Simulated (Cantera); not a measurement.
# Ignition delay

Mixture: 5.88 % CH₄, 1.21 % C₂H₆, 16.0 % O₂, 76.9 % N₂, at 230000 Pa, adiabatic and at constant volume. Ignition delay is the time to a rise of 400 K.

Computed with Cantera and GRI-Mech 3.0 (53 species, 325 reactions).

| T0 (K) | delay (ms) |
|---|---|
| 1125 | 6.01 |
| 1225 | 1.33 |
| 1325 | 0.437 |
| 1425 | 0.179 |
| 1525 | 0.0815 |
| 1625 | 0.0400 |
| 1725 | 0.0214 |
| 1825 | 0.0126 |
| 1925 | 0.00803 |
| 2025 | 0.00552 |

```yaml
apparent activation energy between 1825 and 2025 K: 130 kJ/mol
```
